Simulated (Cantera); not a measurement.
**FeS + H2S + O2 + SO2 (roasting and sulfation)**

Feed: 1 mol FeS, 0.14 mol H2S, 1.5 mol O2, 0.081 mol SO2, held at 1.10 bar.

These are equilibrium values from Cantera (NASA tables, ideal gas, pure condensed phases), not measurements of a reactor. Candidate condensed phases: Fe, FeO, Fe(OH)2, Fe(OH)3, FeS, FeSO4, FeS2, Fe2O3, Fe2(SO4)3, Fe3O4, H2O, H2SO4, S; 22 gas species. Mutual solubility and eutectic melting of coexisting phases are not modelled. FeS: taken at fixed stoichiometry. Gases not in the tables: S3 to S7. Rates play no part.

| T (K) | log p H2O | log p SO2 | log p S2 | log p S2O | log p H2S | log p H2 | n FeSO4(s) | n FeS2(s) | n Fe2O3(s) | n Fe3O4(s) | n FeS(s) |
|---|---|---|---|---|---|---|---|---|---|---|---|
| 600 | 0.01 | -1.10 | -6.06 | -6.19 | -3.56 | -5.75 | 0.741 | 0.235 | 0.0122 | 0 | 0 |
| 675 | -0.82 | -0.02 | -4.35 | -4.41 | -3.87 | -6.07 | 0 | 0.167 | 0.416 | 0 | 0 |
| 750 | -0.85 | -0.02 | -3.39 | -3.72 | -3.36 | -5.36 | 0 | 0.141 | 0 | 0.286 | 0 |
| 825 | -0.85 | -0.02 | -2.58 | -3.13 | -2.90 | -4.74 | 0 | 0.138 | 0 | 0.287 | 0 |
| 900 | -0.86 | -0.03 | -1.89 | -2.64 | -2.52 | -4.23 | 0 | 0.129 | 0 | 0.290 | 0 |
| 975 | -0.88 | -0.03 | -1.68 | -2.51 | -2.49 | -3.90 | 0 | 0 | 0 | 0.269 | 0.194 |
| 1050 | -0.88 | -0.03 | -1.54 | -2.41 | -2.46 | -3.61 | 0 | 0 | 0 | 0.272 | 0.183 |
| 1125 | -0.88 | -0.04 | -1.41 | -2.33 | -2.44 | -3.35 | 0 | 0 | 0 | 0.277 | 0.169 |
| 1200 | -0.89 | -0.04 | -1.30 | -2.26 | -2.42 | -3.12 | 0 | 0 | 0 | 0.282 | 0.154 |
log p: log10 of the partial pressure in bar; n: condensed amount in mol.

At 600 K the condensed part is FeSO4(s) + FeS2(s) + Fe2O3(s). At 675 K the condensed part is FeS2(s) + Fe2O3(s). From 750 K to 900 K the condensed part is FeS2(s) + Fe3O4(s). From 975 K to 1200 K the condensed part is FeS(s) + Fe3O4(s).
